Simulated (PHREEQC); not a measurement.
1.3 g of hydrous ferric oxide (600 m²/g; 0.2 weak and 0.005 strong sites per Fe, Dzombak-Morel constants, diffuse double layer) in 1 kg of water with 0.005 mol/kgw of an inert sodium salt and 0.0015 mol/kgw PbCl2 and 5.7e-06 mol/kgw Na2SO4, at 25 °C; the pH is set by adding NaOH or the inert anion's acid. O2 is buffered at 0.21 atm. CO2 from the air is kept out. Precipitation was switched off in this run.

Computed with PHREEQC (ion-association model, wateq4f.dat).

Q: Predict Pb sorbed (%), surface charge σ (C/m²), surface potential ψ (mV) at pH = 4.88, 6.75, 7.5.

A: 
```tsv
pH	Pb sorbed (%)	surface charge σ (C/m²)	surface potential ψ (mV)
4.88	26.0	0.131	163
6.75	96.0	0.072	135
7.5	99.3	0.045	112
```

The oxide is taken as insoluble; below pH 4 it would dissolve.
